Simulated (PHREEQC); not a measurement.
A column of 0.2 m (40 cells, dispersivity 0.007 m, 60 s a shift, diffusion coefficient 3e-10 m²/s) holds 0.29 eq of the database's cation exchanger X per kg of pore water, first in equilibrium with 0.00091 mol ZnCl2, 0.015 mol KCl and 1e-05 mol HCl per kg of water. It is flushed with 0.0042 mol/kgw LiCl, 0.0055 mol/kgw CdCl2, 0.078 mol/kgw BaCl2 and 1e-05 mol/kgw HCl, at 25 °C. Values are for the last cell. No CO2 enters from the air. No solid was allowed to form.

Computed with PHREEQC (ion-association model, phreeqc.dat).

Problem. Predict Ba in solution (mol/kgw), Zn in solution (mol/kgw), K in solution (mol/kgw), ZnX2 on the exchanger (mol/kgw) at pore volumes = 1.413, 5.213, 6.013.

Solution. 
| pore volumes | Ba in solution (mol/kgw) | Zn in solution (mol/kgw) | K in solution (mol/kgw) | ZnX2 on the exchanger (mol/kgw) |
|---|---|---|---|---|
| 1.413 | 9.78e-5 | 0.0324 | 0.0830 | 0.0552 |
| 5.213 | 0.0774 | 4.34e-5 | 0.00108 | 5.45e-5 |
| 6.013 | 0.0779 | 5.68e-6 | 0.000237 | 7.13e-6 |

Species that the database lacks are ignored.
